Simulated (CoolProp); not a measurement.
Vapour-liquid equilibrium of carbon dioxide (1) + C2F6 (R116) (2) at 258.4 K; x and y are mole fractions of (1).

Computed with CoolProp (multi-fluid Helmholtz-energy mixture model, Span 1996 and Lemmon 2006; pair parameters Bell 2016).

Task: Give the bubble pressure and the first vapour's composition at x = 0.35, 0.55, 0.65. Is there an azeotrope?

Result: x = 0.35: 20.90 bar, y = 0.522; x = 0.55: 23.79 bar, y = 0.657; x = 0.65: 24.59 bar, y = 0.712. y crosses x between x = 0.75 and 0.85: the model has an azeotrope there.

The pair parameters rest on a limited set of measurements; away from them the model extrapolates.
